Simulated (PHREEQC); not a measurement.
Consider water at 50 °C with 2 mol/kgw HCl and 0.12 mol/kgw NaCl. Closed to the air; pH follows from the charge balance.

Model: ion-association model, wateq4f.dat, run in PHREEQC.

No solid was allowed to form.

What pH, activity of water does the model give?

pH -0.16; activity of water 0.928.

Caution: at this ionic strength the ion-association model is outside its range; a Pitzer model would be the better tool where its parameters exist. Constants without temperature data keep their 25 °C values here.
